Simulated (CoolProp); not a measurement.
Hexamethyldisiloxane (MM) at several states: fugacity coefficient from the reference equation and from simpler models built on Tc = 518.7 K, pc = 1.931 MPa, ω = 0.418; each cubic takes its own stable root.

The numbers come from the reference Helmholtz-energy equation of state, Thol 2016 in CoolProp.

```csv
T (K),p (MPa),phase,reference
605.3,0.139,gas,0.9854
244.4,0.28,liquid,0.0006216
456,0.156,gas,0.9550
```

Problem. How far does each simpler model (van der Waals, Redlich-Kwong, Soave-Redlich-Kwong) lie from the reference over these 3 states: mean and median of the absolute difference, and the worst?

Solution. 
- van der Waals: mean 6831.1 %, median 1.3 %, worst +20492.0 % at 244.4 K and 0.28 MPa
- Redlich-Kwong: mean 329.6 %, median 0.6 %, worst +988.0 % at 244.4 K and 0.28 MPa
- Soave-Redlich-Kwong: mean 1.1 %, median 0.2 %, worst +3.1 % at 244.4 K and 0.28 MPa
